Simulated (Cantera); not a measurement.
## Hydrocarbon pyrolysis for carbon deposition

An isothermal, constant-pressure homogeneous reactor starts with C2H6 : N2 = 1 : 33 (molar parts), at 1075 K and 13300 Pa.

Model: GRI-Mech 3.0 (53 species, 325 reactions), integrated in Cantera. GRI-Mech 3.0 stops at C3 and has no aromatics, soot or wall deposition, so with more carbon than oxygen in the feed, carbon stays in small species such as C2H2 where larger ones or solid carbon would form.

```csv
t (s),x C2H6,x C2H2,x H,x CH3,x CH4
0.000600,0.0294,<1e-12,1.98e-9,2.88e-7,3.42e-8
0.00159,0.0294,<1e-12,1.25e-8,6.39e-7,2.12e-7
0.00419,0.0294,1.47e-10,6.33e-8,1.14e-6,1.13e-6
0.0111,0.0293,1.51e-8,1.96e-7,2.01e-6,5.23e-6
0.0293,0.0288,5.52e-7,3.22e-7,3.69e-6,2.66e-5
0.0775,0.0274,7.45e-6,3.54e-7,3.90e-6,0.000102
0.205,0.0236,6.12e-5,3.86e-7,3.55e-6,0.000310
0.541,0.0153,0.000396,4.57e-7,2.74e-6,0.000851
1.43,0.00429,0.00188,4.90e-7,1.30e-6,0.00179
3.78,0.000471,0.00462,2.41e-7,3.63e-7,0.00226
10.0,9.54e-5,0.00721,1.18e-7,1.57e-7,0.00239
```
x: mole fraction; the columns are a selection and need not sum to one.

Equilibrium at this temperature and pressure: C2H6 5.31e-6, C2H2 0.00570, H 6.36e-9, CH3 9.32e-8, CH4 0.0200 (gas phase only).
